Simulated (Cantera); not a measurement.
Feed: 1 mol PbO, 180 mol H2, 0.093 mol H2O, at 1.33 mbar.

Cantera equilibrium calculation (NASA polynomials, part measured and part estimated; ideal gas, pure solids and liquids). Candidate condensed phases: H2O, Pb, PbO, PbO2, Pb3O4; 12 gas species. Kinetics and transport are ignored. All values below are at 1798 K.

Base state: H2 0.979, H 0.00954, H2O 0.00600, Pb 0.00550 (mole fractions); condensed: gas only.

Problem. What changes in the equilibrium state with this change: PbO replaced by CuO?

Solution. 
| species | before | after |
|---|---|---|
| H2 | 0.979 | 0.979 |
| H | 0.00954 | 0.00954 |
| H2O | 0.00600 | 0.00600 |
| Pb | 0.00550 | 0 |
| Cu | 0 | 0.00550 |
Further candidate phases: Cu, CuO, Cu(OH)2, Cu2O.

Problem. What changes in the equilibrium state with this change: pressure from 1.33 mbar to 0.133 bar?

Solution. 
```tsv
species	before	after
H2	0.979	0.987
H2O	0.00600	0.00603
Pb	0.00550	0.00552
H	0.00954	0.000958
```

Problem. What changes in the equilibrium state with this change: PbO replaced by FeS2?

Solution. 
| species | before | after |
|---|---|---|
| H2 | 0.979 | 0.976 |
| H | 0.00954 | 0.00953 |
| Fe | 0 | 0.00547 |
| H2O | 0.00600 | 0.000504 |
| Pb | 0.00550 | 0 |
| S2 | 0 | 0.00278 |
| SH | 0 | 0.00226 |
| H2S | 0 | 0.00205 |
| S | 0 | 0.00106 |
Further candidate phases: Fe, FeO, Fe(OH)2, Fe(OH)3, FeS, FeSO4, FeS2, Fe2O3, Fe2(SO4)3, Fe3O4, H2SO4, S.
